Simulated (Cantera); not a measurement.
Cantera run:

```python
import numpy as np
import cantera as ct

gas_names = """
    C CH CH2 CH3 CH2OH CH3O CH4 CH3OH CO CO2 COOH C2 C2H CHCO,ketyl C2H2,acetylene C2H2,vinylidene
    CH2CO,ketene C2H3,vinyl CH3CO,acetyl C2H4 C2H4O,ethylen CH3CHO,ethanal CH3COOH (HCOOH)2 C2H5 C2H6
    CH3OCH3 C2H5OH C2O C3 C3H3,propargyl C3H4,allene C3H4,propyne C3H4,cyclo- C3H5,allyl C3H6,propylene
    C3H6,cyclo- C3H6O C3H7,n-propyl C3H7,i-propyl C3H8 C3H8O,1propanol C3H8O,2propanol C3O2 C4 C4H2
    C4H4,1,3-cyclo- C4H6,butadiene C4H6,2-butyne C4H6,cyclo- C4H8,1-butene C4H8,cis2-buten
    C4H8,tr2-butene C4H8,isobutene C4H8,cyclo- (CH3COOH)2 C4H9,n-butyl C4H9,i-butyl C4H9,s-butyl
    C4H9,t-butyl C4H10,isobutane C4H10,n-butane C5 C5H6,1,3cyclo- C5H8,cyclo- C5H10,1-pentene
    C5H10,cyclo- C5H11,pentyl C5H11,t-pentyl C5H12,n-pentane C5H12,i-pentane CH3C(CH3)2CH3 C6H2
    C6H5,phenyl C6H5O,phenoxy C6H6 C6H5OH,phenol C6H10,cyclo- C6H12,1-hexene C6H12,cyclo- C6H13,n-hexyl
    C7H7,benzyl C7H8 C7H8O,cresol C7H14,1-heptene C7H15,n-heptyl C7H16,n-heptane C8H8,styrene
    C8H10,ethylbenz C8H16,1-octene C8H17,n-octyl C8H18,isooctane C8H18,n-octane C9H19,n-nonyl
    C10H8,naphthale C10H21,n-decyl C12H9,o-bipheny C12H10,bipheny H HCO HO2 H2 HCHO,formaldehy HCOOH H2O
    H2O2 O OH O2 O3 Pb PbO Pb2
""".split()
cond_names = """
    C(gr) C6H6(L) C7H8(L) C8H18(L),n-octa H2O(s) H2O(L) Pb(cr) Pb(L) PbO(rd) PbO(yw) PbO(L) PbO2(s)
    Pb3O4(s)
""".split()


def load(file, names, dense=False):
    # The tables refer to 1 bar. Condensed volumes are neglected.
    table = {s.name: s for s in ct.Species.list_from_file(file)}
    out = []
    for n in names:
        d = dict(table[n].input_data)
        d["thermo"] = dict(d["thermo"], **{"reference-pressure": 1e5})
        if dense:
            d["equation-of-state"] = {"model": "constant-volume", "density": "1e6 g/cm^3"}
        out.append(ct.Species.from_dict(d))
    return out


gas = ct.Solution(thermo="ideal-gas", species=load("nasa_gas.yaml", gas_names))
cond = {s.name: ct.Solution(thermo="fixed-stoichiometry", species=[s], name=s.name)
        for s in load("nasa_condensed.yaml", cond_names, dense=True)}
atoms = {
    'Pb': {'Pb': 1},
    'H2O': {'H': 2, 'O': 1},
    'CO': {'C': 1, 'O': 1},
}
top_T = {'C(gr)': 4500, 'Pb3O4(s)': 820}  # K; cautious upper limits of use, not melting points


def equilibrate(T, P, feed):
    n = {}
    for name, mol in feed.items():
        for a, k in atoms[name].items():
            n[a] = n.get(a, 0.0) + k * mol
    gas.TPX = T, P, n
    mass = sum(n.values()) * gas.mean_molecular_weight
    gas.equilibrate("TP")
    valid = [c for c in cond.values() if c.min_temp <= T <= top_T.get(c.name, c.max_temp)]
    mix = ct.Mixture([(gas, mass / gas.mean_molecular_weight)] + [(c, 0.0) for c in valid])
    mix.T, mix.P = T, P
    mix.equilibrate("TP", solver="vcs", rtol=1e-11, max_steps=5000)
    return mix


results = []
feed = {'Pb': 1, 'H2O': 3.1, 'CO': 41}  # mol
P = 15000  # Pa
for T in [723, 823, 923, 1023, 1123, 1223, 1323, 1423, 1523, 1623, 1723, 1823, 1923, 2023]:
    mix = equilibrate(T, P, feed)
    results.append((T, P, feed, dict(zip(mix.species_names, mix.species_moles))))

top = {s: max(r[3][s] / sum(r[3][g] for g in gas_names) for r in results) for s in gas_names}
cols = sorted((s for s in top if top[s] > 1e-06), key=lambda s: -top[s])[:9]
seen = [c for c in cond_names if any(r[3].get(c, 0) > 1e-12 for r in results)]
print("log10 of partial pressures in bar; condensed amounts in mol")
print(f"{'T/K':>10s}" + "".join(f"{s[:9]:>10s}" for s in cols + seen))
for T, P, feed, n in results:
    ng = sum(n[g] for g in gas_names)
    print(f"{T:10.4g}" + "".join(f"{np.log10(max(n[s] / ng * P / 1e5, 1e-99)):10.3f}" for s in cols)
          + "".join(f"{n.get(c, 0):10.4g}" for c in seen))
```

Result:

```
log10 of partial pressures in bar; condensed amounts in mol
       T/K        CO       CO2       H2O        H2        Pb       CH4         H        OH       PbO     C(gr)     Pb(L)
       723    -2.053    -0.911    -1.930    -2.188    -8.509    -3.648   -14.168   -17.851   -16.233     19.15         1
       823    -1.362    -1.044    -2.234    -1.994    -6.872    -4.017   -12.131   -15.749   -14.034     15.33         1
       923    -0.984    -1.468    -2.775    -1.980    -5.596    -4.594   -10.602   -14.332   -12.479     5.963    0.9994
      1023    -0.888    -2.002    -3.232    -2.002    -4.574    -5.350    -9.384   -13.194   -11.218         0    0.9922
      1123    -0.888    -2.012    -3.097    -2.012    -3.738    -6.538    -8.377   -11.751    -9.681         0    0.9462
      1223    -0.889    -2.024    -2.994    -2.024    -3.042    -7.539    -7.534   -10.550    -8.403         0    0.7315
      1323    -0.895    -2.041    -2.918    -2.041    -2.478    -8.402    -6.820    -9.537    -7.348         0         0
      1423    -0.895    -2.051    -2.851    -2.051    -2.478    -9.125    -6.203    -8.667    -6.929         0         0
      1523    -0.894    -2.060    -2.797    -2.060    -2.478    -9.750    -5.666    -7.914    -6.568         0         0
      1623    -0.893    -2.069    -2.752    -2.069    -2.478   -10.297    -5.195    -7.256    -6.253         0         0
      1723    -0.893    -2.077    -2.715    -2.077    -2.478   -10.777    -4.778    -6.677    -5.977         0         0
      1823    -0.892    -2.084    -2.685    -2.085    -2.478   -11.204    -4.406    -6.163    -5.733         0         0
      1923    -0.892    -2.091    -2.659    -2.093    -2.479   -11.584    -4.072    -5.703    -5.516         0         0
      2023    -0.892    -2.097    -2.638    -2.102    -2.479   -11.927    -3.772    -5.291    -5.322         0         0
```

Method: chemical equilibrium by Gibbs-energy minimisation in Cantera with the NASA 1993 tables (ideal gas, pure condensed phases).
